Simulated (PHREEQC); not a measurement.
Solution (20 °C): 0.048 mol HF, 0.0016 mol (CH3)4NF, 0.00041 mol H2SiF6 and 0.00024 mol H2SO4 per kg of water. Closed to the air; pH follows from the charge balance.

Computed with PHREEQC (ion-association model, phreeqc.dat).

```
quantity                    before    after
------------------------  --------  -------
pH                            2.23     2.81
ionic strength (mol/kgw)   0.00852  0.00184
HF (mol/kgw)                0.0420  0.00329
F- (mol/kgw)               0.00581  0.00163
HF2- (mol/kgw)            0.000897  1.97e-5
```

Q: Name the change that produced these shifts.
A. (CH3)4NF from 0.0016 to 0.0008 mol/kgw
B. diluted 2-fold with water
C. HF replaced by NH4BF4 at the same molality
D. HF left out
E. diluted 10-fold with water

A: E, diluted 10-fold with water

No solid was allowed to form. (CH3)4N+ isn't in the database: it is added as a free cation with an ion size of 4 Å. SiF6-2 is the database's only silicon fluoride.
